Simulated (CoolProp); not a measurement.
Cyclopentane along the isobar 19.7 MPa: Z from the reference equation and from simpler models built on Tc = 511.7 K, pc = 4.583 MPa, ω = 0.202; each cubic takes its own stable root.

Computed with CoolProp (reference Helmholtz-energy equation of state, Gedanitz 2015).

```csv
T (K),phase,reference,Redlich-Kwong,Peng-Robinson
290.4,liquid,0.7486,0.7866,0.6916
326.6,liquid,0.6944,0.7282,0.6380
362.9,liquid,0.6544,0.6858,0.5996
399.1,liquid,0.6258,0.6562,0.5737
435.3,liquid,0.6066,0.6369,0.5587
471.5,liquid,0.5959,0.6271,0.5543
507.7,liquid,0.5934,0.6261,0.5611
543.9,supercritical,0.5998,0.6337,0.5800
```
